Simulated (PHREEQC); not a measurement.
A solution holds 0.37 mol MgSO4, 0.036 mol NaHCO3, 0.0012 mol H4SiO4 and 0.0051 mol K2SiO3 per kg of water, at 20 °C. Closed to the air; pH follows from the charge balance.

Model: Pitzer model, pitzer.dat, run in PHREEQC.

Precipitation was switched off in this run.

### Question
Predict the pH, osmotic coefficient.

### Answer
pH 8.40; osmotic coefficient 0.567.

### Question
In which forms is Si present?

### Answer
H4SiO4 90 %, H3SiO4- 9.5 % of the Si.

Saturation is exceeded, for instance for SiO2(a), Magnesite (slow to form); the values hold only as long as no solid forms. In brines, pH and single-ion activities rest on the MacInnes convention.
